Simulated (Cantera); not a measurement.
Charge: 1 mol CH₃SiCl₃, 0.2 mol CH₄, 560 mol H₂, 0.05 mol C₂H₂, equilibrated at 0.240 bar.

Cantera equilibrium calculation (NASA polynomials, part measured and part estimated; ideal gas, pure solids and liquids). Candidate condensed phases: C, C₆H₆, C₇H₈, C₈H₁₈, Si, SiC; 109 gas species. The feed counts by its element totals alone. Kinetics and transport are ignored. All values below are at 1700 °C.

Base state: H₂ 0.992, HCl 0.00529, H 0.00274, C₂H₂ (acetylene) 0.000244, CH₄ 6.68e-5, Cl 1.09e-5, Si 1.05e-5 (mole fractions); condensed: SiC(s).

Q: What changes in the equilibrium state with this change: pressure from 0.240 bar to 0.430 bar?

A: 
| species | before | after |
|---|---|---|
| H₂ | 0.992 | 0.992 |
| HCl | 0.00529 | 0.00530 |
| H | 0.00274 | 0.00205 |
| CH₄ | 6.68e-5 | 0.000113 |
| Si | 1.05e-5 | 6.21e-6 |
| Cl | 1.09e-5 | 8.18e-6 |
| C₂H₂ (acetylene) | 0.000244 | 0.000218 |
| SiC(s), mol | 0.984 | 0.987 |
